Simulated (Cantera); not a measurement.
Feed: 1 mol Al, a varied amount of N₂O, 1.3 mol H₂, held at 1777 °C and 45.0 Pa.

Method: chemical equilibrium by Gibbs-energy minimisation in Cantera with the NASA 1993 tables (ideal gas, pure condensed phases). Candidate condensed phases: Al, AlN, Al₂O₃, H₂O; 35 gas species. Equilibrium is a limit: real reactors are often held back by kinetics, nucleation or transport.

Question: At 10 mol N₂O, list the 5 most abundant gas species with their mole fractions, and the condensed phases.

Answer: N₂ 0.653, O₂ 0.221, H₂O 0.0719, O 0.0216, OH 0.0153. Condensed: Al₂O₃(s).
